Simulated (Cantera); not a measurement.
Input: 1 mol Si, a varied amount of F2, 0.14 mol H2, held at 8.70 Pa.

Equilibrium computed with Cantera from the NASA thermochemical tables; the gas is ideal and each condensed phase is pure. Candidate condensed phases: Si; 25 gas species. The tables' values for SiF2, SiF3 are old estimates. The numbers say what is thermodynamically allowed, not how fast it happens.

**Question.** What condenses at these points (T in K, n(F2) in mol): (1248, 0.89); (848, 5.3); (1048, 3.2); (1148, 1.5); (848, 8.7)?

**Answer.** 
```csv
T (K),n(F2) in mol,condensed phases,Si condensed (%)
1248,0.89,Si,53.7
848,5.3,gas only,0.0
1048,3.2,gas only,0.0
1148,1.5,Si,24.0
848,8.7,gas only,0.0
```
